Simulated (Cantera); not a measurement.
Mixture: 16.6 % CO, 2.66 % H2, 17.5 % O2, 63.2 % N2, at 10.0 bar, adiabatic and at constant pressure. Ignition delay is the time to a rise of 400 K.

Model: GRI-Mech 3.0 (53 species, 325 reactions), integrated in Cantera. The hydrogen kinetics of GRI-Mech 3.0 are dated; newer H2 mechanisms differ, most at raised pressure. Where the delays flatten at high temperature, the 400 K rule measures the pace of heat release, not the induction time.

Question: Predict: delay at 1100 K; delay at 1250 K; delay at 1400 K; delay at 1550 K; delay at 1700 K.

Answer: 
```
Property           Result
---------------  --------
delay at 1100 K  0.502 ms
delay at 1250 K   24.4 µs
delay at 1400 K   7.92 µs
delay at 1550 K   5.00 µs
delay at 1700 K   3.95 µs
```
